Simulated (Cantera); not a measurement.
Input: 1 mol Si, 5.6 mol HCl, 3.4 mol H2, equilibrated at 1173 K and 2.10 bar.

Equilibrium computed with Cantera from the NASA thermochemical tables; the gas is ideal and each condensed phase is pure. Candidate condensed phases: Si; 19 gas species. The tables' values for SiCl3 are old estimates; treat these amounts as uncertain. Equilibrium is a limit: real reactors are often held back by kinetics, nucleation or transport.

Question: What is the equilibrium state?

Answer: 
* **x(H2)**: 0.665
* **x(HCl)**: 0.210
* **x(SiCl4)**: 0.115
* **x(SiHCl3)**: 0.00854
* **x(SiCl3)**: 0.000833
* **x(SiH2Cl2)**: 8.09e-5
* **x(SiCl2)**: 5.93e-5
* **gas amount**: 8.004 mol
* **log10 activity of Si(s) (absent)**: -3.40
